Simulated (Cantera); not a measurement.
Charge: 1 mol SiH2Cl2, 11 mol NH3, 95 mol H2, at 1198 K and 12.0 mbar.

Cantera equilibrium calculation (NASA polynomials, part measured and part estimated; ideal gas, pure solids and liquids). The numbers say what is thermodynamically allowed, not how fast it happens.

```json
[
 {"species": "H2", "before": "0.942", "after": "0.919"},
 {"species": "N2", "before": "0.0408", "after": "0.0658"},
 {"species": "HCl", "before": "0.0169", "after": "0.0149"},
 {"species": "Si3N4(s), mol", "before": "0.333", "after": "0.333"}
]
```
Gas species are given as mole fractions.

Which change was made?
A) NH3 from 11 to 0.12 mol
B) temperature from 1198 K to 1773.15 K
C) temperature from 1198 K to 1673 K
D) NH3 from 11 to 19 mol

D, NH3 from 11 to 19 mol
